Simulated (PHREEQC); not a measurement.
0.015 g of hydrous ferric oxide (600 m²/g; 0.2 weak and 0.005 strong sites per Fe, Dzombak-Morel constants, diffuse double layer) in 1 kg of water with 0.1 mol/kgw of an inert sodium salt and 5.9e-08 mol SrCl2 and 5.9e-08 mol MnCl2, at 25 °C; the pH is set by adding NaOH or the inert anion's acid. The system is closed to oxygen. The system is closed to CO2. Precipitation was switched off in this run.

Base run: PHREEQC, ion-association model, wateq4f.dat. Each further column changes one thing. The table gives Sr sorbed (%).

```csv
pH,base,no electrostatic term (-no_edl),background salt from 0.1 to 0.01 mol/kgw,oxide from 0.015 to 0.075 g/kgw,9.2e-06 mol/kgw ZnSO4 added
4,0.0,0.0,0.0,0.0,0.0
4.67,0.0,0.0,0.0,0.0,0.0
5.33,0.0,0.0,0.0,0.0,0.0
6,0.0,0.2,0.0,0.0,0.0
6.67,0.0,0.6,0.0,0.1,0.0
7.33,0.1,1.7,0.2,0.7,0.0
8,1.6,2.4,2.5,7.9,0.0
8.67,16.4,2.0,30.8,51.3,0.1
9.33,65.8,1.1,86.8,91.5,1.0
10,93.8,0.5,98.9,98.9,11.9
10.67,98.8,0.5,99.9,99.8,59.6
11.33,99.6,0.9,100.0,99.9,93.4
12,99.8,2.9,100.0,100.0,99.1
```
